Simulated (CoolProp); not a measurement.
Vapour-liquid equilibrium of R125 (1) + ethanol (2) at 0.539 bar; x and y are mole fractions of (1).

Model: multi-fluid Helmholtz-energy mixture model, Lemmon 2005 and Schroeder 2014; pair parameters Bell 2016, in CoolProp.

```tsv
x	bubble temperature, mixture model (°C)	bubble temperature, Raoult's law (°C)	y, mixture model	y, Raoult's law
0.05	-18.1	13.4	0.993	0.931
0.15	-41.0	-18.5	0.999	0.994
0.25	-48.1	-31.4	1.000	0.998
0.35	-51.7	-39.2	1.000	0.999
0.45	-53.8	-44.6	1.000	1.000
0.55	-55.1	-48.8	1.000	1.000
0.65	-56.1	-52.1	1.000	1.000
0.75	-57.0	-54.8	1.000	1.000
0.85	-58.0	-57.2	1.000	1.000
0.95	-59.3	-59.2	1.000	1.000
```

The largest gap from Raoult's law is -31.5 K in bubble temperature, at x = 0.05. No azeotrope shows between x = 0.05 and 0.95.

Pair parameters are fitted to limited data, so mixtures are less certain than the pure fluids. With so large a gap from Raoult's law the liquid may split in two, which this calculation doesn't test in full.
